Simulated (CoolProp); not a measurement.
Hexamethyldisiloxane (MM) along the isotherm 620 K: Z from the reference equation and from simpler models built on Tc = 518.7 K, pc = 19.31 bar, ω = 0.418; each cubic takes its own stable root.

The numbers come from the reference Helmholtz-energy equation of state, Thol 2016 in CoolProp.

```tsv
p (bar)	phase	reference	Pitzer virial	Redlich-Kwong
3.62	gas	0.9648	0.9671	0.9617
7.24	gas	0.9290	0.9341	0.9223
10.9	gas	0.8927	0.9008	0.8812
14.5	gas	0.8574	0.8680	0.8394
18.1	gas	0.8229	0.8353	0.7965
21.7	supercritical	0.7894	0.8025	0.7527
25.3	supercritical	0.7573	0.7697	0.7086
29	supercritical	0.7257	0.7360	0.6645
```
